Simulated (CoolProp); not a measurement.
Vapour-liquid equilibrium of benzene (1) + m-xylene (2) at 126.75 °C; x and y are mole fractions of (1).

Computed with CoolProp (multi-fluid Helmholtz-energy mixture model, Thol 2012 and Zhou 2012; pair parameters Bell 2016).

| x | bubble pressure (MPa) | y at the bubble point | dew pressure at overall composition x (MPa) | liquid density (mol/L) |
|---|---|---|---|---|
| 0.05 | 0.08585 | 0.198 | 0.07502 | 7.325 |
| 0.125 | 0.1064 | 0.398 | 0.08014 | 7.474 |
| 0.2 | 0.1268 | 0.533 | 0.08600 | 7.628 |
| 0.275 | 0.1471 | 0.631 | 0.09276 | 7.788 |
| 0.35 | 0.1674 | 0.706 | 0.1007 | 7.954 |
| 0.425 | 0.1878 | 0.766 | 0.1100 | 8.127 |
| 0.5 | 0.2084 | 0.814 | 0.1211 | 8.307 |
| 0.575 | 0.2292 | 0.855 | 0.1348 | 8.494 |
| 0.65 | 0.2502 | 0.889 | 0.1517 | 8.689 |
| 0.725 | 0.2715 | 0.919 | 0.1734 | 8.892 |
| 0.8 | 0.2931 | 0.945 | 0.2019 | 9.103 |
| 0.875 | 0.3149 | 0.968 | 0.2410 | 9.324 |
| 0.95 | 0.3369 | 0.988 | 0.2976 | 9.555 |

No azeotrope shows between x = 0.05 and 0.95.

Pair parameters are fitted to limited data, so mixtures are less certain than the pure fluids.
